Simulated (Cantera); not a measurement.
What does this Cantera script print?

```python
import numpy as np
import cantera as ct

gas_names = """
    AL ALCL ALCL2 ALCL3 ALH ALN ALO ALOCL ALOH ALO2 ALO2H AL2 AL2CL6 AL2O AL2O2 CL CLO CL2 H HALO HCL
    HNO HNO2 HNO3 HOCL HO2 H2 H2O H2O2 N NH NH2 NH3 NH2OH NO NO2 NO3 N2 N2H2 N2H4 N2O O OH O2 O3
""".split()
cond_names = """
    AL(cr) AL(L) ALCL3(s) ALCL3(L) ALN(s) AL2O3(a) AL2O3(L) H2O(s) H2O(L) NH4CL(a) NH4CL(b)
""".split()


def load(file, names, dense=False):
    # The tables refer to 1 bar. Condensed volumes are neglected.
    table = {s.name: s for s in ct.Species.list_from_file(file)}
    out = []
    for n in names:
        d = dict(table[n].input_data)
        d["thermo"] = dict(d["thermo"], **{"reference-pressure": 1e5})
        if dense:
            d["equation-of-state"] = {"model": "constant-volume", "density": "1e6 g/cm^3"}
        out.append(ct.Species.from_dict(d))
    return out


gas = ct.Solution(thermo="ideal-gas", species=load("nasa_gas.yaml", gas_names))
cond = {s.name: ct.Solution(thermo="fixed-stoichiometry", species=[s], name=s.name)
        for s in load("nasa_condensed.yaml", cond_names, dense=True)}
atoms = {
    'AlN': {'AL': 1, 'N': 1},
    'O2': {'O': 2},
    'H2': {'H': 2},
    'HCl': {'H': 1, 'CL': 1},
}
top_T = {'ALN(s)': 2750}  # K; cautious upper limits of use, not melting points


def equilibrate(T, P, feed):
    n = {}
    for name, mol in feed.items():
        for a, k in atoms[name].items():
            n[a] = n.get(a, 0.0) + k * mol
    gas.TPX = T, P, n
    mass = sum(n.values()) * gas.mean_molecular_weight
    gas.equilibrate("TP")
    valid = [c for c in cond.values() if c.min_temp <= T <= top_T.get(c.name, c.max_temp)]
    mix = ct.Mixture([(gas, mass / gas.mean_molecular_weight)] + [(c, 0.0) for c in valid])
    mix.T, mix.P = T, P
    mix.equilibrate("TP", solver="vcs", rtol=1e-11, max_steps=5000)
    return mix


results = []
feed = {'AlN': 1, 'O2': 1.8, 'H2': 10, 'HCl': 6.5}  # mol
P = 67000  # Pa
for T in [1148, 1223, 1298, 1373, 1448, 1523, 1598, 1673, 1748, 1823, 1898, 1973, 2048, 2123]:
    mix = equilibrate(T, P, feed)
    results.append((T, P, feed, dict(zip(mix.species_names, mix.species_moles))))

top = {s: max(r[3][s] / sum(r[3][g] for g in gas_names) for r in results) for s in gas_names}
cols = sorted((s for s in top if top[s] > 0.0001), key=lambda s: -top[s])[:7]
seen = [c for c in cond_names if any(r[3].get(c, 0) > 1e-12 for r in results)]
print("log10 of partial pressures in bar; condensed amounts in mol")
print(f"{'T/K':>10s}" + "".join(f"{s[:9]:>10s}" for s in cols + seen))
for T, P, feed, n in results:
    ng = sum(n[g] for g in gas_names)
    print(f"{T:10.4g}" + "".join(f"{np.log10(max(n[s] / ng * P / 1e5, 1e-99)):10.3f}" for s in cols)
          + "".join(f"{n.get(c, 0):10.4g}" for c in seen))
```

Output:

```
log10 of partial pressures in bar; condensed amounts in mol
       T/K        H2       HCL       H2O        N2         H        CL  AL2O3(a)
      1148    -0.507    -0.591    -1.082    -1.705    -7.398    -7.538       0.5
      1223    -0.507    -0.591    -1.082    -1.705    -6.775    -6.925       0.5
      1298    -0.507    -0.591    -1.082    -1.705    -6.223    -6.382       0.5
      1373    -0.507    -0.591    -1.082    -1.705    -5.731    -5.897       0.5
      1448    -0.507    -0.591    -1.082    -1.705    -5.289    -5.462       0.5
      1523    -0.507    -0.591    -1.082    -1.705    -4.890    -5.070       0.5
      1598    -0.507    -0.592    -1.082    -1.705    -4.527    -4.714       0.5
      1673    -0.507    -0.592    -1.082    -1.705    -4.197    -4.389    0.4999
      1748    -0.507    -0.592    -1.082    -1.705    -3.895    -4.092    0.4999
      1823    -0.507    -0.592    -1.082    -1.706    -3.617    -3.819    0.4998
      1898    -0.507    -0.592    -1.082    -1.706    -3.361    -3.568    0.4997
      1973    -0.507    -0.593    -1.082    -1.706    -3.124    -3.336    0.4995
      2048    -0.508    -0.594    -1.083    -1.706    -2.904    -3.120    0.4992
      2123    -0.508    -0.595    -1.083    -1.706    -2.699    -2.920    0.4986
```

Equilibrium computed with Cantera from the NASA thermochemical tables; the gas is ideal and each condensed phase is pure. The tables' values for AlCl2 are old estimates; treat these amounts as uncertain. Gases not in the tables: Al(OH)3.
